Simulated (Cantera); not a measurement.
A Cantera script and its output.

```python
import numpy as np
import cantera as ct

gas = ct.Solution("h2o2.yaml")
gas.TPX = 1625, 60000, {'H2': 1, 'O2': 1.39, 'N2': 12.9}
reactor = ct.IdealGasConstPressureReactor(gas, energy="on", clone=False)
net = ct.ReactorNet([reactor])
net.rtol, net.atol = 1e-08, 1e-16
show = ['H2', 'O2', 'HO2', 'OH', 'H', 'H2O']
times = np.geomspace(5e-06, 1, 15)

steps = ct.SolutionArray(gas, extra=["t"])
rows = []
print(f"{'t/s':>10s}{'T/K':>9s}{'P/Pa':>11s}" + "".join(f"{s:>11s}" for s in show))
for t in times:
    while net.time < t:
        t_next = net.step()
        steps.append(gas.state, t=t_next)
    rows.append([np.interp(t, steps.t, y) for y in (steps.T, steps.P, *steps(*show).X.T)])
    print(f"{t:10.3e}{rows[-1][0]:9.1f}{rows[-1][1]:11.4g}" + "".join(f"{x:11.3e}" for x in rows[-1][2:]))
rate = np.gradient(steps.T, steps.t)
print("integrator steps:", len(steps.t))
if steps.T.max() > steps.T[0] + 200:
    print(f"time of steepest temperature rise: {steps.t[rate.argmax()]:.4e} s")
gas.TPX = 1625, 60000, {'H2': 1, 'O2': 1.39, 'N2': 12.9}
gas.equilibrate("HP")
print(f"equilibrium (HP): T = {gas.T:.1f} K  " + "  ".join(f"{s} {gas[s].X[0]:.3e}" for s in show))
```

Result:

```
       t/s      T/K       P/Pa         H2         O2        HO2         OH          H        H2O
 5.000e-06   1625.0      6e+04  6.540e-02  9.091e-02  4.536e-07  2.652e-07  8.513e-07  6.610e-07
 1.196e-05   1625.0      6e+04  6.538e-02  9.089e-02  1.188e-06  4.536e-06  1.359e-05  1.720e-05
 2.859e-05   1628.1      6e+04  5.315e-02  8.465e-02  9.331e-06  2.032e-03  5.907e-03  8.286e-03
 6.838e-05   1700.8      6e+04  6.431e-03  5.609e-02  7.618e-06  7.183e-03  1.895e-02  4.624e-02
 1.635e-04   1807.6      6e+04  5.341e-03  5.610e-02  6.106e-06  7.653e-03  1.178e-02  5.120e-02
 3.910e-04   1923.6      6e+04  3.530e-03  5.671e-02  4.218e-06  7.262e-03  5.189e-03  5.708e-02
 9.351e-04   2012.1      6e+04  1.637e-03  5.790e-02  2.332e-06  5.533e-03  1.423e-03  6.216e-02
 2.236e-03   2057.0      6e+04  5.348e-04  5.899e-02  1.237e-06  3.352e-03  2.480e-04  6.515e-02
 5.347e-03   2071.2      6e+04  2.062e-04  5.949e-02  1.045e-06  2.125e-03  5.834e-05  6.625e-02
 1.279e-02   2072.7      6e+04  1.736e-04  5.955e-02  1.048e-06  1.955e-03  4.504e-05  6.639e-02
 3.058e-02   2072.7      6e+04  1.734e-04  5.956e-02  1.048e-06  1.954e-03  4.497e-05  6.639e-02
 7.312e-02   2072.7      6e+04  1.734e-04  5.956e-02  1.048e-06  1.954e-03  4.497e-05  6.639e-02
 1.749e-01   2072.7      6e+04  1.734e-04  5.956e-02  1.048e-06  1.954e-03  4.497e-05  6.639e-02
 4.182e-01   2072.7      6e+04  1.734e-04  5.956e-02  1.048e-06  1.954e-03  4.497e-05  6.639e-02
 1.000e+00   2072.7      6e+04  1.734e-04  5.956e-02  1.048e-06  1.954e-03  4.497e-05  6.639e-02
integrator steps: 1216
time of steepest temperature rise: 3.5821e-05 s
equilibrium (HP): T = 2072.7 K  H2 1.734e-04  O2 5.956e-02  HO2 1.048e-06  OH 1.954e-03  H 4.497e-05  H2O 6.639e-02
```

Model: the H2/O2 subset of GRI-Mech 3.0, which has no nitrogen chemistry, integrated in Cantera.
